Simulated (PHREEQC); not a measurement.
Solution (25 °C): 13 mmol/kgw NiSO4, 0.45 mmol/kgw NaF and 110 mmol/kgw NaCl. Closed to the air; pH follows from the charge balance.

Computed with PHREEQC (ion-association model, wateq4f.dat).

No solid was allowed to form.

### Question
What pH, ionic strength does the model give?

### Answer
pH 6.26; ionic strength 0.149 mol/kgw.

### Question
In which forms is F present?

### Answer
F- 91 %, NiF+ 5.8 %, NaF 3.1 % of the F.
